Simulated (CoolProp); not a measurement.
R1234yf along the isobar 4390 kPa: Z from the reference equation and from simpler models built on Tc = 94.7 °C, pc = 3384 kPa, ω = 0.276; each cubic takes its own stable root.

Computed with CoolProp (reference Helmholtz-energy equation of state, Lemmon 2022).

```csv
T (°C),phase,reference
-17.45,liquid,0.1894
-6.55,liquid,0.1862
4.45,liquid,0.1837
15.35,liquid,0.1818
26.35,liquid,0.1807
37.25,liquid,0.1805
48.25,liquid,0.1813
59.25,liquid,0.1834
70.15,liquid,0.1874
81.15,liquid,0.1947
92.05,liquid,0.2086
103.05,supercritical,0.2476
113.95,supercritical,0.4182
```

How far does each simpler model (van der Waals, Soave-Redlich-Kwong, Peng-Robinson) lie from the reference over these 13 states: mean and median of the absolute difference, and the worst?


- van der Waals: mean 54.7 %, median 60.8 %, worst +65.2 % at -17.45 °C and 4390 kPa
- Soave-Redlich-Kwong: mean 15.4 %, median 13.5 %, worst +26.3 % at 103.05 °C and 4390 kPa
- Peng-Robinson: mean 4.0 %, median 1.4 %, worst +16.0 % at 103.05 °C and 4390 kPa
